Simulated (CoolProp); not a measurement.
Oxygen along the isobar 0.596 MPa: density (kg/m³) from the reference equation and from simpler models built on Tc = -118.6 °C, pc = 5.046 MPa, ω = 0.022; each cubic takes its own stable root.

Computed with CoolProp (reference Helmholtz-energy equation of state, Schmidt 1985). Above 300 K oxygen's equation is extrapolated.

```
T (°C)    phase  reference  Redlich-Kwong  Peng-Robinson
-------  ------  ---------  -------------  -------------
-190.75  liquid       1180           1198           1332
-158.55     gas      22.32          22.27          22.37
-126.35     gas      16.40          16.42          16.50
-94.05      gas      13.14          13.15          13.20
-61.85      gas      11.02          11.03          11.06
-29.65      gas      9.506          9.512          9.530
2.55        gas      8.365          8.371          8.382
34.85       gas      7.471          7.476          7.483
67.05       gas      6.754          6.758          6.762
```
